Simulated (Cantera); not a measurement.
A Cantera script and what it prints.

```python
import numpy as np
import cantera as ct

gas_names = """
    H H2 N NH NH2 NH3 N2 N2H2 N2H4 Zr ZrN
""".split()
cond_names = """
    Zr(a) Zr(b) Zr(L) ZrN(s) ZrN(L)
""".split()


def load(file, names, dense=False):
    # The tables refer to 1 bar. Condensed volumes are neglected.
    table = {s.name: s for s in ct.Species.list_from_file(file)}
    out = []
    for n in names:
        d = dict(table[n].input_data)
        d["thermo"] = dict(d["thermo"], **{"reference-pressure": 1e5})
        if dense:
            d["equation-of-state"] = {"model": "constant-volume", "density": "1e6 g/cm^3"}
        out.append(ct.Species.from_dict(d))
    return out


gas = ct.Solution(thermo="ideal-gas", species=load("nasa_gas.yaml", gas_names))
cond = {s.name: ct.Solution(thermo="fixed-stoichiometry", species=[s], name=s.name)
        for s in load("nasa_condensed.yaml", cond_names, dense=True)}
atoms = {
    'Zr': {'Zr': 1},
    'N2': {'N': 2},
    'H2': {'H': 2},
}
top_T = {}  # K; cautious upper limits of use, not melting points


def equilibrate(T, P, feed):
    n = {}
    for name, mol in feed.items():
        for a, k in atoms[name].items():
            n[a] = n.get(a, 0.0) + k * mol
    gas.TPX = T, P, n
    mass = sum(n.values()) * gas.mean_molecular_weight
    gas.equilibrate("TP")
    valid = [c for c in cond.values() if c.min_temp <= T <= top_T.get(c.name, c.max_temp)]
    mix = ct.Mixture([(gas, mass / gas.mean_molecular_weight)] + [(c, 0.0) for c in valid])
    mix.T, mix.P = T, P
    mix.equilibrate("TP", solver="vcs", rtol=1e-11, max_steps=5000)
    return mix


results = []
feed = {'Zr': 1, 'N2': 0.54, 'H2': 170}  # mol
P = 10000  # Pa
for T in [2250, 2325, 2400, 2475, 2550, 2625, 2700, 2775]:
    mix = equilibrate(T, P, feed)
    results.append((T, P, feed, dict(zip(mix.species_names, mix.species_moles))))
    x = sorted(zip(gas.X, gas.species_names), reverse=True)
    print(f"T = {T:g} K  P = {P:g} Pa  gas = {mix.phase_moles(0):.4g} mol")
    print("   x: " + "  ".join(f"{s} {v:.3e}" for v, s in x if v > 1e-05))
    print("   condensed (mol): " + ("  ".join(f"{mix.phase(i).name} {mix.phase_moles(i):.4g}"
          for i in range(1, mix.n_phases) if mix.phase_moles(i) > 1e-12) or "none"))
```

It prints:

```
T = 2250 K  P = 10000 Pa  gas = 172 mol
   x: H2 9.766e-01  H 2.321e-02  N2 2.325e-04
   condensed (mol): ZrN(s) 1
T = 2325 K  P = 10000 Pa  gas = 173 mol
   x: H2 9.656e-01  H 3.418e-02  N2 2.313e-04
   condensed (mol): ZrN(s) 1
T = 2400 K  P = 10000 Pa  gas = 174.3 mol
   x: H2 9.507e-01  H 4.905e-02  N2 2.301e-04
   condensed (mol): ZrN(s) 0.9998
T = 2475 K  P = 10000 Pa  gas = 176.1 mol
   x: H2 9.311e-01  H 6.866e-02  N2 2.299e-04
   condensed (mol): ZrN(s) 0.999
T = 2550 K  P = 10000 Pa  gas = 178.4 mol
   x: H2 9.059e-01  H 9.388e-02  N2 2.349e-04  Zr 2.144e-05
   condensed (mol): ZrN(s) 0.9962
T = 2625 K  P = 10000 Pa  gas = 181.4 mol
   x: H2 8.741e-01  H 1.255e-01  N2 2.573e-04  Zr 7.374e-05
   condensed (mol): ZrN(s) 0.9866
T = 2700 K  P = 10000 Pa  gas = 185.3 mol
   x: H2 8.352e-01  H 1.642e-01  N2 3.361e-04  Zr 2.160e-04
   condensed (mol): Zr(L) 0.004564  ZrN(s) 0.9554
T = 2775 K  P = 10000 Pa  gas = 190.2 mol
   x: H2 7.885e-01  H 2.102e-01  N2 8.291e-04  Zr 4.307e-04
   condensed (mol): Zr(L) 0.1536  ZrN(s) 0.7645
```

Cantera equilibrium calculation (NASA polynomials, part measured and part estimated; ideal gas, pure solids and liquids). Mutual solubility and eutectic melting of coexisting phases are not modelled. ZrN: taken at fixed stoichiometry. Condensed phases not in the tables: N, O or C dissolved in the metal.
